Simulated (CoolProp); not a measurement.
n-nonane along the isobar 1.01 bar: fugacity coefficient from the reference equation and from simpler models built on Tc = 594.5 K, pc = 22.82 bar, ω = 0.443; each cubic takes its own stable root.

Model: reference Helmholtz-energy equation of state, Lemmon 2006, in CoolProp. It is a short technical equation, of lower accuracy than the large ones.

```csv
T (K),phase,reference
232.1,liquid,2.038e-5
264.6,liquid,0.0005018
297.1,liquid,0.005412
329.7,liquid,0.03338
362.2,liquid,0.1371
394.7,liquid,0.4196
427.2,gas,0.9468
459.7,gas,0.9597
492.2,gas,0.9688
```

Question: How far does each simpler model (van der Waals, Soave-Redlich-Kwong, Peng-Robinson) lie from the reference over these 9 states: mean and median of the absolute difference, and the worst?

Answer: 
- van der Waals: mean 59659.8 %, median 599.3 %, worst +468742.0 % at 232.1 K and 1.01 bar
- Soave-Redlich-Kwong: mean 1.3 %, median 0.9 %, worst +4.4 % at 232.1 K and 1.01 bar
- Peng-Robinson: mean 8.7 %, median 2.4 %, worst +39.1 % at 232.1 K and 1.01 bar

At some of these states van der Waals gives the other phase, because its saturation line lies elsewhere.
